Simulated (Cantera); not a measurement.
A closed system holds: 1 mol SiC, 0.0059 mol H2O, 98 mol H2, held at 2000 K and 4.80 bar.

Cantera equilibrium calculation (NASA polynomials, part measured and part estimated; ideal gas, pure solids and liquids). Candidate condensed phases: C, C6H6, C7H8, C8H18, H2O, Si, SiC, SiO2; 123 gas species. Gases not in the tables: Si2H6 and higher silanes. Rates play no part.

Base state: H2 0.999, H 0.000742, CH4 0.000130, SiH2 9.08e-5, SiO 4.17e-5, CO 1.83e-5, SiH 1.15e-5 (mole fractions); condensed: SiC(s).

Question: What changes in the equilibrium state with this change: SiC replaced by Si?

Answer: 
| species | before | after |
|---|---|---|
| H2 | 0.999 | 0.999 |
| H | 0.000742 | 0.000742 |
| SiH2 | 9.08e-5 | 0.000106 |
| CH4 | 0.000130 | 0 |
| CO | 1.83e-5 | 0 |
| SiO | 4.17e-5 | 6.00e-5 |
| SiH | 1.15e-5 | 1.35e-5 |
| SiC(s), mol | 0.985 | 0 |
| Si(l), mol | 0 | 0.981 |

Question: What changes in the equilibrium state with this change: temperature from 2000 K to 1000 K?

Answer: 
```
species                before     after
-------------------  --------  --------
H2                      0.999     1.000
CH4                  0.000130  0.000179
H                    0.000742   1.04e-9
SiH2                  9.08e-5     <1e-9
SiO                   4.17e-5     <1e-9
CO                    1.83e-5     <1e-9
SiC(s), mol             0.985     0.983
Si(s), mol                  0    0.0144
SiO2(β-quartz), mol         0   0.00295
```

Question: What changes in the equilibrium state with this change: temperature from 2000 K to 975 K?

Answer: 
```
species                before     after
-------------------  --------  --------
H2                      0.999     1.000
CH4                  0.000130  0.000188
H                    0.000742     <1e-9
SiH2                  9.08e-5     <1e-9
SiO                   4.17e-5     <1e-9
CO                    1.83e-5     <1e-9
SiC(s), mol             0.985     0.982
Si(s), mol                  0    0.0153
SiO2(β-quartz), mol         0   0.00295
```
